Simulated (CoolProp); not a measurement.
Aqueous lithium chloride as a coolant, 22 % by mass, freezing at -53.6 °C, 1 atm.

Model: Melinder's fits for secondary coolants, in CoolProp.

```tsv
T (°C)	density (kg/m³)	conductivity (W/(m K))	cp (kJ/(kg K))	Prandtl number
-7.3	1135	0.511	3.021	29.5
-2.7	1134	0.517	3.050	25.2
1.9	1133	0.524	3.080	21.7
6.5	1132	0.530	3.110	19.0
11.2	1131	0.536	3.141	16.7
15.8	1129	0.542	3.170	14.9
20.4	1128	0.549	3.200	13.3
25	1126	0.555	3.230	12.1
29.7	1125	0.561	3.260	11.0
34.3	1123	0.567	3.289	10.1
38.9	1121	0.573	3.319	9.32
```
